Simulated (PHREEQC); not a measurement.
Solution (20 °C): 110 mmol/kgw NH3, 1.3 mmol/kgw Na2SiO3 and 6 mmol/kgw K3PO4. Closed to the air; pH follows from the charge balance.

The numbers come from PHREEQC with the ion-association model, phreeqc.dat.

No solid was allowed to form.

Question: What pH, ionic strength does the model give?

Answer: pH 11.82; ionic strength 0.0317 mol/kgw.

Question: In which forms is P present?

Answer: HPO4-2 60 %, PO4-3 39 %, KHPO4- 1.1 % of the P.

Complexes and solids missing from the database can't appear.
